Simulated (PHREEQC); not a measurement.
A solution holds 0.0026 mol/kgw NH4HSO4, at 88 °C. Closed to the air; pH follows from the charge balance.

Computed with PHREEQC (ion-association model, wateq4f.dat).

No solid was allowed to form.

Q: Order these S species by the share of S that they hold, largest first: NH4SO4-, SO4-2, HSO4-.

A: SO4-2 (62 %), HSO4- (36 %), NH4SO4- (1.4 %)

The pH is 2.82 and the ionic strength 0.00584 mol/kgw. Species that the database lacks are ignored. At this temperature some constants are extrapolated from 25 °C, and those without enthalpy data are left unchanged.
